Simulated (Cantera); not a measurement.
Thermodynamics of carbothermic reduction, feed PbO + C + N₂ + CH₄

Feed: 1 mol PbO, 4 mol C, 0.92 mol N₂, 0.49 mol CH₄, at 2327 °C.

Equilibrium computed with Cantera from the NASA thermochemical tables; the gas is ideal and each condensed phase is pure. Candidate condensed phases: C, C₆H₆, C₇H₈, C₈H₁₈, H₂O, Pb, PbO, PbO₂, Pb₃O₄; 139 gas species. The numbers say what is thermodynamically allowed, not how fast it happens.

| P (Pa) | log p H | log p CO | log p Pb | log p H₂ | log p N₂ | log p C₃ | log p HCN | n C(graphite) |
|---|---|---|---|---|---|---|---|---|
| 10 | -4.43 | -4.70 | -4.70 | -6.04 | -4.75 | -5.65 | -6.44 | 3.03 |
| 36 | -3.91 | -4.12 | -4.12 | -4.98 | -4.17 | -5.65 | -5.62 | 3.32 |
| 130 | -3.44 | -3.54 | -3.54 | -4.05 | -3.60 | -5.65 | -4.87 | 3.38 |
| 460 | -3.05 | -2.97 | -2.97 | -3.26 | -3.03 | -5.65 | -4.19 | 3.39 |
| 1700 | -2.69 | -2.39 | -2.39 | -2.55 | -2.44 | -5.65 | -3.54 | 3.38 |
| 6000 | -2.38 | -1.83 | -1.83 | -1.93 | -1.89 | -5.65 | -2.95 | 3.38 |
| 22000 | -2.08 | -1.26 | -1.26 | -1.33 | -1.31 | -5.65 | -2.37 | 3.37 |
| 77000 | -1.80 | -0.71 | -0.71 | -0.76 | -0.77 | -5.65 | -1.81 | 3.37 |
| 280000 | -1.51 | -0.15 | -0.15 | -0.19 | -0.20 | -5.65 | -1.24 | 3.37 |
| 1000000 | -1.23 | 0.41 | 0.40 | 0.37 | 0.35 | -5.65 | -0.69 | 3.37 |
log p: log10 of the partial pressure in bar; n: condensed amount in mol.

From 0.0750 Torr to 7500 Torr the condensed part is C(graphite). The main Pb-bearing gas is Pb throughout.
